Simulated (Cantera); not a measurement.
Feed: 1 mol Si, 2.2 mol HCl, 1.9 mol H2, equilibrated at 1598 K and 0.133 bar.

Method: chemical equilibrium by Gibbs-energy minimisation in Cantera with the NASA 1993 tables (ideal gas, pure condensed phases). Candidate condensed phases: Si; 19 gas species. The tables' values for SiCl3, SiCl are old estimates; treat these amounts as uncertain. The numbers say what is thermodynamically allowed, not how fast it happens.

What is the equilibrium state?


- x(H2): 0.656
- x(HCl): 0.170
- x(SiCl2): 0.151
- x(SiCl3): 0.0160
- x(SiCl4): 0.00418
- x(SiHCl3): 0.00232
- x(SiH2Cl2): 0.000214
- x(H): 0.000118
- x(Cl): 2.42e-5
- n(Si(s)): 0.297 mol
- gas amount: 4.041 mol
